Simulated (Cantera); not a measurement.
Fe(CO)5 + CO + N2 + O2 (iron carbonyl, mercury and lead vapours)

Charge: 1 mol Fe(CO)5, 0.42 mol CO, 46 mol N2, 0.31 mol O2, at 75.0 mbar.

These are equilibrium values from Cantera (NASA tables, ideal gas, pure condensed phases), not measurements of a reactor. Candidate condensed phases: C, Fe, Fe(CO)5, FeO, Fe2O3, Fe3O4; 27 gas species. The numbers say what is thermodynamically allowed, not how fast it happens.

```tsv
T (°C)	x N2	x CO	x CO2	x Fe	x NO	x FeO	n Fe(α)	n Fe(γ)
700	0.895	0.0933	0.0121	<1e-12	<1e-12	<1e-12	1.00	0
750	0.895	0.0933	0.0121	<1e-12	<1e-12	<1e-12	1.00	0
800	0.895	0.0933	0.0121	5.53e-12	<1e-12	<1e-12	1.00	0
850	0.895	0.0933	0.0121	4.15e-11	<1e-12	<1e-12	1.00	0
900	0.895	0.0933	0.0121	2.62e-10	1.58e-12	<1e-12	1.00	0
950	0.895	0.0933	0.0121	1.41e-9	7.56e-12	<1e-12	0	1.00
1000	0.895	0.0933	0.0121	6.63e-9	3.19e-11	1.79e-12	0	1.00
1050	0.895	0.0933	0.0121	2.77e-8	1.21e-10	1.12e-11	0	1.000
1100	0.895	0.0933	0.0121	1.04e-7	4.15e-10	6.08e-11	0	1.000
1150	0.895	0.0933	0.0121	3.55e-7	1.31e-9	2.92e-10	0	1.000
1200	0.895	0.0933	0.0121	1.11e-6	3.80e-9	1.26e-9	0	1.000
```
x: gas mole fraction; n: condensed amount in mol.

From 700 °C to 900 °C the condensed part is Fe(α). From 950 °C to 1200 °C the condensed part is Fe(γ).
